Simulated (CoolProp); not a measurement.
Vapour-liquid equilibrium of n-perfluorobutane (1) + R365MFC (2) at 0.0545 MPa; x and y are mole fractions of (1).

The numbers come from the multi-fluid Helmholtz-energy mixture model, Gao 2022 and Lemmon 2016; pair parameters Bell 2016 in CoolProp.

| x | bubble temperature (K) | y at the bubble point | dew temperature at overall composition x (K) | liquid density (mol/L) |
|---|---|---|---|---|
| 0.05 | 279.0 | 0.563 | 295.9 | 8.615 |
| 0.15 | 265.6 | 0.791 | 293.3 | 8.526 |
| 0.25 | 261.7 | 0.838 | 290.5 | 8.320 |
| 0.35 | 260.4 | 0.853 | 287.3 | 8.091 |
| 0.45 | 259.8 | 0.860 | 283.7 | 7.867 |
| 0.55 | 259.4 | 0.866 | 279.6 | 7.656 |
| 0.65 | 259.0 | 0.875 | 274.7 | 7.462 |
| 0.75 | 258.4 | 0.891 | 268.6 | 7.286 |
| 0.85 | 257.7 | 0.918 | 260.6 | 7.128 |
| 0.95 | 257.0 | 0.965 | 257.1 | 6.985 |

No azeotrope shows between x = 0.05 and 0.95.

Pair parameters are fitted to limited data, so mixtures are less certain than the pure fluids. With so large a gap from Raoult's law the liquid may split in two, which this calculation doesn't test in full.
